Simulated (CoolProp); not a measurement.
A simple Rankine cycle with water: condensing at 314.15 K, boiler at 8.39 MPa, turbine inlet 586.5 K, turbine efficiency 0.85, pump efficiency 0.7, no recuperator. Each further row changes one setting.

Computed with CoolProp (reference Helmholtz-energy equation of state, Wagner 2002).

```tsv
case	thermal efficiency (%)	net work (kJ/kg)	heat in (kJ/kg)	turbine exit temperature (K)	volume ratio over the turbine
as stated	31.8	842	2650	314.1	573
turbine inlet 606.5 K	…	876	…	314.1	539
condensing temperature 306.15 K	…	878	2680	306.1	…
boiler pressure 5.87 MPa	…	…	2760	314.1	377
turbine efficiency 0.75	28.0	741	2650	314.1	605
```

Task: Fill in the missing entries.

Result: 
- turbine inlet 606.5 K, thermal efficiency (%): 32.1
- turbine inlet 606.5 K, heat in (kJ/kg): 2730
- condensing temperature 306.15 K, thermal efficiency (%): 32.7
- condensing temperature 306.15 K, volume ratio over the turbine: 857
- boiler pressure 5.87 MPa, thermal efficiency (%): 30.9
- boiler pressure 5.87 MPa, net work (kJ/kg): 851

The expansion ends wet for: as stated; turbine inlet 606.5 K; condensing temperature 306.15 K; boiler pressure 5.87 MPa; turbine efficiency 0.75.
